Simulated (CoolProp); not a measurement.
A single-stage vapour-compression cycle with sulfur dioxide: evaporating at 221.15 K (dew point), condensing at 280.15 K (bubble point), superheat 8 K, subcooling 8 K, compressor efficiency 0.85, no pressure losses. Each further row changes one setting.

Computed with CoolProp (reference Helmholtz-energy equation of state, Gao 2016).

```tsv
case	cooling COP	pressure ratio	discharge temperature (K)	refrigerating effect (kJ/kg)	volumetric capacity (kJ/m³)
as stated	(withheld)	20.3	456.6	360	123
evaporating temperature 226.15 K	(withheld)	14.6	434.9	363	(withheld)
condensing temperature 275.15 K	2.75	16.7	(withheld)	367	125
subcooling 13 K	(withheld)	20.3	456.6	367	125
superheat 18 K	2.41	20.3	(withheld)	366	(withheld)
compressor efficiency 0.75	2.17	20.3	(withheld)	360	123
```

**Question.** Some entries are withheld; supply them.

**Answer.** 
- as stated, cooling COP: 2.46
- evaporating temperature 226.15 K, cooling COP: 2.84
- evaporating temperature 226.15 K, volumetric capacity (kJ/m³): 169
- condensing temperature 275.15 K, discharge temperature (K): 438.7
- subcooling 13 K, cooling COP: 2.51
- superheat 18 K, discharge temperature (K): 473.2
- superheat 18 K, volumetric capacity (kJ/m³): 120
- compressor efficiency 0.75, discharge temperature (K): 483.7
